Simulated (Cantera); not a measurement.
# Adiabatic ignition

An adiabatic, constant-pressure homogeneous reactor starts with CH4 : H2 : O2 : N2 : CO2 = 1 : 0.032 : 1.44 : 5.41 : 0.57 (molar parts), equivalence ratio 1.4, at 1450 K and 1.00 atm.

Detailed kinetics in Cantera: GRI-Mech 3.0 (53 species, 325 reactions).

```tsv
t (s)	T (K)	x CH4	x H2	x O2	x NO2	x H2O	x CH2
2.00e-6	1450	0.118	0.00379	0.170	<1e-12	1.16e-8	<1e-12
4.93e-6	1450	0.118	0.00379	0.170	<1e-12	4.36e-8	<1e-12
1.21e-5	1450	0.118	0.00379	0.170	<1e-12	1.57e-7	<1e-12
2.99e-5	1450	0.118	0.00379	0.170	<1e-12	6.99e-7	<1e-12
7.37e-5	1450	0.118	0.00379	0.170	<1e-12	4.09e-6	3.37e-12
0.000182	1450	0.118	0.00379	0.170	<1e-12	2.99e-5	4.62e-11
0.000447	1451	0.118	0.00381	0.170	<1e-12	0.000245	5.17e-10
0.00110	1459	0.116	0.00416	0.169	<1e-12	0.00191	2.87e-9
0.00271	2610	<1e-12	0.0366	0.00329	3.45e-8	0.176	<1e-12
0.00669	2624	<1e-12	0.0365	0.00261	1.64e-7	0.177	<1e-12
0.0165	2621	<1e-12	0.0368	0.00251	2.28e-7	0.177	<1e-12
0.0406	2621	<1e-12	0.0368	0.00251	2.31e-7	0.177	<1e-12
0.100	2621	<1e-12	0.0368	0.00251	2.31e-7	0.177	<1e-12
```
x: mole fraction; the columns are a selection and need not sum to one.

```yaml
time_of_steepest_temperature_rise: 2.16 ms
temperature at 0.100 s: 2621 K
equilibrium_temperature: 2621 K
x(CH4) at 0.100 s: <1e-12 (gas-phase equilibrium <1e-12)
x(H2) at 0.100 s: 0.0368 (gas-phase equilibrium 0.0368)
x(O2) at 0.100 s: 0.00251 (gas-phase equilibrium 0.00251)
```
